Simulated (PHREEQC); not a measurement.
0.39 g of hydrous ferric oxide (600 m²/g; 0.2 weak and 0.005 strong sites per Fe, Dzombak-Morel constants, diffuse double layer) in 1 kg of water with 0.1 mol/kgw of an inert sodium salt and 1.3 mmol/kgw Na2SO4, at 25 °C; the pH is set by adding NaOH or the inert anion's acid. Oxygen alone is held at its pressure in air (log pO2 = -0.68). No CO2 enters from the air. Nothing may precipitate in this run.

Computed with PHREEQC (ion-association model, wateq4f.dat).

### Question
Predict S sorbed (%), surface charge σ (C/m²) at pH = 3, 3.5, 4, 8.5.

### Answer
```json
[
 {"pH": "3", "S sorbed (%)": "25.8", "surface charge σ (C/m²)": "0.094"},
 {"pH": "3.5", "S sorbed (%)": "25.7", "surface charge σ (C/m²)": "0.092"},
 {"pH": "4", "S sorbed (%)": "25.4", "surface charge σ (C/m²)": "0.091"},
 {"pH": "8.5", "S sorbed (%)": "0.0", "surface charge σ (C/m²)": "-0.014"}
]
```

Species that the database lacks are ignored. The oxide is taken as insoluble; below pH 4 it would dissolve.
